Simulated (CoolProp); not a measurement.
Vapour-liquid equilibrium of n-hexane (1) + toluene (2) at 424.3 K; x and y are mole fractions of (1).

Model: multi-fluid Helmholtz-energy mixture model, Thol 2019 and Lemmon 2006; pair parameters Bell 2016, in CoolProp.

Question: Give the bubble pressure and the first vapour's composition at x = 0.2, 0.425, 0.575. Is there an azeotrope?

Answer: x = 0.2: 0.4082 MPa, y = 0.415; x = 0.425: 0.5214 MPa, y = 0.642; x = 0.575: 0.5886 MPa, y = 0.749. No azeotrope shows between x = 0.05 and 0.95.

The pair parameters rest on a limited set of measurements; away from them the model extrapolates.
